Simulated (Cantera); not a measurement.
A perfectly stirred reactor is fed with 11.2 % CH₄, 18.7 % O₂, 70.1 % N₂, equivalence ratio 1.2, at 120000 Pa; it is adiabatic with a 450 K inlet, and is followed from long to short residence time, starting on the burning branch (τ in s: 0.035, 0.014, 0.0054, 0.0021, 0.00083, 0.00032, 0.00013, 5e-05, 2e-05, 7.7e-06).

Computed with Cantera and GRI-Mech 3.0 (53 species, 325 reactions).

x: mole fraction; the columns are a selection and need not sum to one.

```csv
τ (s),T (K),x CH₄,x O₂,x C₂H₄,x C₂H,x H,x NO₂
0.035,2216,1.52e-5,0.000508,6.22e-9,1.95e-10,?,1.50e-8
0.014,2201,2.44e-5,0.000886,1.46e-8,4.75e-10,?,1.70e-8
0.0054,2178,4.15e-5,0.00156,3.48e-8,1.16e-9,?,1.79e-8
0.0021,2146,7.54e-5,0.00263,8.67e-8,2.86e-9,?,1.73e-8
0.00083,2105,0.000148,0.00422,2.44e-7,7.53e-9,?,1.50e-8
0.00032,2055,0.000331,0.00673,9.04e-7,2.34e-8,0.00917,1.17e-8
0.00013,1994,0.000853,0.0113,4.77e-6,8.23e-8,0.00967,8.51e-9
5.0e-5,450,0.112,0.187,<1e-12,<1e-12,<1e-12,<1e-12
2.0e-5,450,0.112,0.187,<1e-12,<1e-12,<1e-12,<1e-12
7.7e-6,450,0.112,0.187,<1e-12,<1e-12,<1e-12,<1e-12
```

**Question.** Fill in the missing entries.

**Answer.** 
- 0.035, x H: 0.00221
- 0.014, x H: 0.00299
- 0.0054, x H: 0.00413
- 0.0021, x H: 0.00565
- 0.00083, x H: 0.00744
